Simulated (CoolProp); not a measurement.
Vapour-liquid equilibrium of ethanol (1) + dimethyl carbonate (2) at 0.522 MPa; x and y are mole fractions of (1).

Computed with CoolProp (multi-fluid Helmholtz-energy mixture model, Schroeder 2014 and Zhou 2011; pair parameters Bell 2016).

Question: Give the bubble temperature and the first vapour's composition at x = 0.35, 0.5, 0.875. Is there an azeotrope?

Answer: x = 0.35: 403.3 K, y = 0.551; x = 0.5: 400.5 K, y = 0.639; x = 0.875: 398.6 K, y = 0.860. y crosses x between x = 0.8 and 0.875: the model has an azeotrope there.

Pair parameters are fitted to limited data, so mixtures are less certain than the pure fluids.
